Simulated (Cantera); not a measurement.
A freely propagating, adiabatic, planar premixed flame of 7.78 % CH₄, 1.79 % C₂H₆, 15.6 % O₂, 74.9 % N₂, equivalence ratio 1.4, unburnt at 325 K and 0.640 bar; mixture-averaged transport, grid criteria slope 0.08 and curve 0.16, no radiation.

Detailed kinetics in Cantera: GRI-Mech 3.0 (53 species, 325 reactions). Burning velocities carry a grid error of a few per cent, more on coarse grids.

Q: Predict: laminar burning velocity; thermal thickness; peak x(CH₂CO); peak x(C₂H₄); peak x(HO₂).

A: 
```
Property                     Result
------------------------  ---------
laminar burning velocity  10.6 cm/s
thermal thickness           2.10 mm
peak x(CH₂CO)              0.000469
peak x(C₂H₄)                0.00359
peak x(HO₂)                 9.96e-5
```
